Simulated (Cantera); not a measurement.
Feed: 1 mol PbO, 2.2 mol C, 0.44 mol H2, held at 86.0 mbar.

Cantera equilibrium calculation (NASA polynomials, part measured and part estimated; ideal gas, pure solids and liquids). Candidate condensed phases: C, C6H6, C7H8, C8H18, H2O, Pb, PbO, PbO2, Pb3O4; 113 gas species. Equilibrium is a limit: real reactors are often held back by kinetics, nucleation or transport. All values below are at 1873 K.

Base state: CO 0.410, Pb 0.410, H2 0.180, H 0.000933, Pb2 9.11e-5, C2H2 (acetylene) 5.61e-5 (mole fractions); condensed: C(graphite).

What changes in the equilibrium state with this change: PbO replaced by SiO2?


```json
[
 {"species": "CO", "before": "0.410", "after": "0.655"},
 {"species": "H2", "before": "0.180", "after": "0.180"},
 {"species": "SiO", "before": "0", "after": "0.164"},
 {"species": "Pb", "before": "0.410", "after": "0"},
 {"species": "Pb2", "before": "9.11e-5", "after": "0"},
 {"species": "Si", "before": "0", "after": "2.06e-5"},
 {"species": "C2H2 (acetylene)", "before": "5.61e-5", "after": "1.53e-6"},
 {"species": "CO2", "before": "7.08e-7", "after": "1.10e-5"},
 {"species": "H2O", "before": "1.28e-6", "after": "1.24e-5"},
 {"species": "C(graphite), mol", "before": "1.20", "after": "0"},
 {"species": "SiC(s), mol", "before": "0", "after": "0.600"}
]
```
Further candidate phases: Si, SiC, SiO2.
